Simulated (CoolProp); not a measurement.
The numbers come from the reference Helmholtz-energy equation of state, Lemmon and Jacobsen 2000 in CoolProp.

**Question.** Give the vapour pressure (kPa), enthalpy of vaporisation (kJ/kg), surface tension (mN/m), liquid conductivity (mW/(m K)) of saturated R143a at 287.3 K.

**Answer.** 
```json
[
 {"T (K)": "287.3", "p (kPa)": "941", "enthalpy of vaporisation (kJ/kg)": "173", "surface tension (mN/m)": "5.83", "liquid conductivity (mW/(m K))": "74.9"}
]
```

Thermal conductivity comes from a separate model (McLinden 2000), an estimate that may be off by 10 % or more. Surface tension comes from a separate correlation (Mulero 2014).
